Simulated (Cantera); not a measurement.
An isothermal, constant-pressure homogeneous reactor starts with H2 : O2 : N2 = 0.076 : 1 : 1.3 (molar parts), equivalence ratio 0.038, at 1223 K and 2.40 Torr.

Model: the H2/O2 subset of GRI-Mech 3.0, which has no nitrogen chemistry, integrated in Cantera. Radical loss at walls, strong at low pressure, is not modelled.

x: mole fraction; the columns are a selection and need not sum to one.

```
t (s)         x H2   x O2      x OH    x H2O       x O    x HO2
--------  --------  -----  --------  -------  --------  -------
0.000800    0.0320  0.421   1.91e-9  1.40e-9   2.42e-9        …
0.00318     0.0320  0.421   4.03e-8  8.33e-8   5.98e-8        …
0.0127      0.0302  0.420  0.000510  0.00129  0.000791        …
0.0504    0.000694  0.396   0.00221   0.0271    0.0200  3.63e-7
0.201     0.000636  0.398   0.00212   0.0277    0.0180  3.57e-7
0.798     0.000451  0.402   0.00179   0.0294    0.0122  3.32e-7
3.17      0.000144  0.409   0.00102   0.0315   0.00368        …
12.6       1.58e-5  0.411  0.000339   0.0323  0.000397        …
50.3       1.40e-6  0.411  0.000101   0.0325   3.50e-5        …
200        1.76e-7  0.411   3.58e-5   0.0325   4.41e-6        …
```

What belongs in the gaps?


- 0.000800, x HO2: 3.64e-9
- 0.00318, x HO2: 1.45e-8
- 0.0127, x HO2: 2.98e-7
- 3.17, x HO2: 2.30e-7
- 12.6, x HO2: 7.13e-8
- 50.3, x HO2: 1.15e-8
- 200, x HO2: 2.93e-9
